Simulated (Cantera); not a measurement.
A freely propagating, adiabatic, planar premixed flame of CH4 : C2H6 : C3H8 : O2 : N2 = 1 : 0.068 : 0.075 : 3.48 : 16 (molar parts), equivalence ratio 0.75, unburnt at 573 K and 7500 Torr; mixture-averaged transport, grid criteria slope 0.08 and curve 0.16, no radiation.

Detailed kinetics in Cantera: GRI-Mech 3.0 (53 species, 325 reactions). Burning velocities carry a grid error of a few per cent, more on coarse grids.

Q: What does this change do: 0.39 parts CO2 added?

A: 
```tsv
quantity	before	after
laminar burning velocity	21.5 cm/s	18.6 cm/s
thermal thickness	0.118 mm	0.132 mm
peak x(C2H4)	0.00148	0.00143
peak x(C2H2)	9.03e-5	8.29e-5
```

Q: What does this change do: N2 16 to 20 parts?

A: 
```
quantity                     before      after
------------------------  ---------  ---------
laminar burning velocity  21.5 cm/s  10.8 cm/s
thermal thickness          0.118 mm   0.211 mm
peak x(C2H4)                0.00148    0.00118
peak x(C2H2)                9.03e-5    5.20e-5
```
